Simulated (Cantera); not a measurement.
A closed system holds: 1 mol Fe, 0.15 mol Cl2, 2.2 mol H2O, at 1198.15 K and 1.00 bar.

These are equilibrium values from Cantera (NASA tables, ideal gas, pure condensed phases), not measurements of a reactor. Candidate condensed phases: Fe, FeCl2, FeCl3, FeO, Fe(OH)2, Fe(OH)3, Fe2O3, Fe3O4, H2O; 22 gas species. The tables' stoichiometric FeO is somewhat more stable than real wüstite, so its field is too wide. FeO: taken at fixed stoichiometry. Equilibrium is a limit: real reactors are often held back by kinetics, nucleation or transport.

Base state: H2O 0.514, H2 0.362, HCl 0.122, FeCl2 0.00297 (mole fractions); condensed: FeO(s).

Problem. What changes in the equilibrium state with this change: H2O from 2.2 to 0.015 mol?

Solution. 
| species | before | after |
|---|---|---|
| HCl | 0.122 | 0.390 |
| FeCl2 | 0.00297 | 0.312 |
| H2 | 0.362 | 0.182 |
| H2O | 0.514 | 0.0501 |
| Fe2Cl4 | 5.94e-6 | 0.0657 |
| FeCl3 | 6.71e-7 | 0.000319 |
| FeO(s), mol | 0.993 | 0.0132 |
| Fe(γ), mol | 0 | 0.844 |
| FeCl2(l), mol | 0 | 0.128 |
Mutual solubility and eutectic melting of coexisting phases are not modelled.
